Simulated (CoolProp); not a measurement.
Propylene along the isotherm 226.8 K: Z from the reference equation and from simpler models built on Tc = 364.2 K, pc = 4.555 MPa, ω = 0.146; each cubic takes its own stable root.

Values from CoolProp's reference Helmholtz-energy equation of state, Lemmon 2013.

```json
[
 {"p (MPa)": "0.854", "phase": "liquid", "reference": "0.03127", "van der Waals": "0.04951", "Redlich-Kwong": "0.03373", "Soave-Redlich-Kwong": "0.03327", "Peng-Robinson": "0.02946"},
 {"p (MPa)": "1.71", "phase": "liquid", "reference": "0.06252", "van der Waals": "0.09861", "Redlich-Kwong": "0.06736", "Soave-Redlich-Kwong": "0.06647", "Peng-Robinson": "0.05887"},
 {"p (MPa)": "2.56", "phase": "liquid", "reference": "0.09346", "van der Waals": "0.1469", "Redlich-Kwong": "0.1006", "Soave-Redlich-Kwong": "0.09929", "Peng-Robinson": "0.08796"},
 {"p (MPa)": "3.42", "phase": "liquid", "reference": "0.1247", "van der Waals": "0.1953", "Redlich-Kwong": "0.1340", "Soave-Redlich-Kwong": "0.1324", "Peng-Robinson": "0.1173"},
 {"p (MPa)": "4.27", "phase": "liquid", "reference": "0.1554", "van der Waals": "0.2428", "Redlich-Kwong": "0.1670", "Soave-Redlich-Kwong": "0.1649", "Peng-Robinson": "0.1462"},
 {"p (MPa)": "5.12", "phase": "liquid", "reference": "0.1861", "van der Waals": "0.2900", "Redlich-Kwong": "0.1997", "Soave-Redlich-Kwong": "0.1973", "Peng-Robinson": "0.1750"},
 {"p (MPa)": "5.98", "phase": "liquid", "reference": "0.2170", "van der Waals": "0.3373", "Redlich-Kwong": "0.2327", "Soave-Redlich-Kwong": "0.2300", "Peng-Robinson": "0.2040"},
 {"p (MPa)": "6.83", "phase": "liquid", "reference": "0.2475", "van der Waals": "0.3838", "Redlich-Kwong": "0.2652", "Soave-Redlich-Kwong": "0.2622", "Peng-Robinson": "0.2326"}
]
```
